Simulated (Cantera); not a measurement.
A freely propagating, adiabatic, planar premixed flame of CH4 : CO : O2 : N2 = 1 : 0.055 : 1.56 : 7.02 (molar parts), equivalence ratio 1.3, unburnt at 350 K and 10.0 bar; mixture-averaged transport, grid criteria slope 0.08 and curve 0.16, no radiation.

Computed with Cantera and GRI-Mech 3.0 (53 species, 325 reactions). Burning velocities carry a grid error of a few per cent, more on coarse grids.

What does this change do: inlet temperature 350 to 323 K?


```tsv
quantity	before	after
laminar burning velocity	6.04 cm/s	5.16 cm/s
thermal thickness	0.261 mm	0.278 mm
peak x(C2H2)	0.00162	0.00164
peak x(H2O2)	6.53e-5	6.72e-5
```
